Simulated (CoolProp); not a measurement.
Vapour pressure (kPa) of isobutane: the reference equation beside estimates from Tc = 134.7 °C, pc = 3629 kPa, ω = 0.184. Clausius-Clapeyron is anchored at 18.65 °C with a constant enthalpy of vaporisation of 19.51 kJ/mol.

The numbers come from the reference Helmholtz-energy equation of state, Bücker 2006 in CoolProp.

| T (°C) | reference | Lee-Kesler | Clausius-Clapeyron | van der Waals | Redlich-Kwong | Soave-Redlich-Kwong | Peng-Robinson |
|---|---|---|---|---|---|---|---|
| -11.45 | 102.5 | 101.7 | … | 459.8 | … | 101.9 | 102.8 |
| 3.55 | 177.7 | 177.3 | 187.0 | 619.3 | 242.5 | 177.2 | 177.4 |
| 18.65 | 290.1 | 290.5 | 290.1 | 812.9 | 380.8 | 290.4 | 289.0 |
| 33.65 | 447.9 | 449.4 | … | 1040 | 566.8 | 450.1 | 446.2 |
| 48.65 | 662.4 | 664.8 | 614.0 | … | 808.8 | 667.8 | 660.4 |
| 63.75 | 946.9 | 949.5 | 851.3 | 1611 | 1117 | 957.2 | 945.7 |
| 78.75 | 1310 | 1311 | 1146 | 1957 | 1494 | 1326 | 1311 |
| 93.85 | 1769 | 1769 | 1507 | 2347 | 1951 | 1792 | 1774 |

Problem. Complete the blanks.

Solution. 
- -11.45, Clausius-Clapeyron: 115.0
- -11.45, Redlich-Kwong: 145.6
- 33.65, Clausius-Clapeyron: 429.8
- 48.65, van der Waals: 1305

Absolute difference from the reference over all 8 rows, mean and median: Lee-Kesler 0.3 and 0.2 %, Clausius-Clapeyron 8.3 and 8.7 %, van der Waals 144.8 and 114.6 %, Redlich-Kwong 25.1 and 24.3 %, Soave-Redlich-Kwong 0.7 and 0.7 %, Peng-Robinson 0.3 and 0.3 %.
